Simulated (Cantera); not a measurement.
**Chemical vapour transport: B + HCl + H2 + H2O**

A closed system holds: 1 mol B, 0.012 mol HCl, 0.23 mol H2, a varied amount of H2O, equilibrated at 527 °C and 2.30 bar.

These are equilibrium values from Cantera (NASA tables, ideal gas, pure condensed phases), not measurements of a reactor. Candidate condensed phases: B, B2O3, B3O3H3, H2O; 33 gas species. Gases not in the tables: H3BO3, BHCl2. Equilibrium is a limit: real reactors are often held back by kinetics, nucleation or transport.

```
n(H2O) (mol)   x H2     x H2O  x (HBO2)3    x HCl   x BCl3  n B(s)  n B2O3(l)
------------  -----  --------  ---------  -------  -------  ------  ---------
0.19          0.980  1.39e-10     <1e-12  0.00638  0.00640   0.868     0.0603
0.26          0.982  1.39e-10     <1e-12  0.00601  0.00535   0.821     0.0832
0.35          0.983  1.39e-10     <1e-12  0.00563  0.00437   0.760      0.113
0.48          0.985  1.40e-10     <1e-12  0.00519  0.00341   0.673      0.155
0.65          0.986  1.40e-10     <1e-12  0.00474  0.00260   0.559      0.211
0.88          0.987  1.40e-10     <1e-12  0.00428  0.00191   0.404      0.286
1.2           0.988  1.40e-10     <1e-12  0.00381  0.00135   0.189      0.391
1.6           0.940    0.0518    0.00166  0.00652   <1e-12       0      0.495
2.2           0.715     0.261     0.0188  0.00496   <1e-12       0      0.432
```
x: gas mole fraction; n: condensed amount in mol.

From 0.19 mol H2O to 1.2 mol H2O the condensed part is B(s) + B2O3(l). From 1.6 mol H2O to 2.2 mol H2O the condensed part is B2O3(l). The share of B in condensed phases is highest at 1.6 mol H2O (99.1 %) and lowest at 2.2 mol H2O (86.3 %).
